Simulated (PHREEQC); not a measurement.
Make-up at 20 °C: 0.0084 mol HF, 0.011 mol (NH4)2SiF6 and 0.028 mol H3AsO4 per kg of water. Closed to the air; pH follows from the charge balance.

Computed with PHREEQC (ion-association model, wateq4f.dat).

| quantity | before | after |
|---|---|---|
| pH | 2.00 | 2.00 |
| ionic strength (mol/kgw) | 0.0446 | 0.0613 |
| HF (mol/kgw) | 0.00740 | 0.00740 |
| F- (mol/kgw) | 0.000665 | 0.000685 |
| H2F2 (mol/kgw) | 0.000172 | 0.000173 |
| HF2- (mol/kgw) | 1.83e-5 | 1.89e-5 |
| SI of Quartz (SiO2) | -1.03 | -0.90 |

Question: Which change was made?
A. (NH4)2SiF6 from 0.011 to 0.0165 mol/kgw
B. (NH4)2SiF6 from 0.011 to 0.055 mol/kgw
C. diluted 100-fold with water
D. H3AsO4 left out

Answer: A, (NH4)2SiF6 from 0.011 to 0.0165 mol/kgw

No solid was allowed to form. SiF6-2 is the database's only silicon fluoride.
